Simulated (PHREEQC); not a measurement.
## Brine: speciation

A solution holds 1.2 mol/kgw H2SO4 and 0.41 mol/kgw MgSO4, at 20 °C. Closed to the air; pH follows from the charge balance.

Computed with PHREEQC (Pitzer model, pitzer.dat).

| Property | Result |
|---|---|
| pH | -0.23 |
| ionic strength | 3.04 mol/kgw |
| activity of water | 0.940 |
| density | 1.111 g/cm³ |
| osmotic coefficient | 1.033 |
| total alkalinity | -2400 meq/kg |

```tsv
species	molality	activity	log γ
H+	1.30	1.69	0.115
HSO4-	1.10	0.780	-0.150
SO4-2	0.507	0.00555	-1.961
Mg+2	0.410	0.264	-0.191
```

Precipitation was switched off in this run. In brines, pH and single-ion activities rest on the MacInnes convention.
